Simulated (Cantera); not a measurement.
A perfectly stirred reactor is fed with NH₃ : N₂ = 1 : 21 (molar parts), at 42.8 Torr; it is held at 1875 K, and followed from long to short residence time.

Computed with Cantera and the gas-phase N/H chemistry of the illustrative SiF4/NH3 mechanism in the Surface Chemkin manual (1991). Walls and surfaces, which speed up NH3 decomposition in real reactors, are not modelled.

One state of this run: x NH₃ = 0.0282; x NH₂ = 0.000101; x H = 3.24e-5; x H₂ = 0.0246; x N = 5.60e-7. x: mole fraction; the columns are a selection and need not sum to one.

Problem. Which value of τ (s) does it belong to?
A. 9.1
B. 0.0052
C. 0.75
D. 0.22

Solution. C, 0.75
